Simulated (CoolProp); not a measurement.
Computed with CoolProp (reference Helmholtz-energy equation of state, Lemmon 2006). It is a short technical equation, of lower accuracy than the large ones.

Give the vapour pressure (bar), vapour density (kg/m³), liquid cp (kJ/(kg K)), liquid viscosity (µPa s) of saturated C3F8 (R218) at -47.65 °C.


```
T (°C)  p (bar)  vapour density (kg/m³)  liquid cp (kJ/(kg K))  liquid viscosity (µPa s)
------  -------  ----------------------  ---------------------  ------------------------
-47.65    0.603                    6.28                  0.951                       524
```

Viscosity comes from a separate model (Huber 2003), an estimate that may be off by 10 % or more.
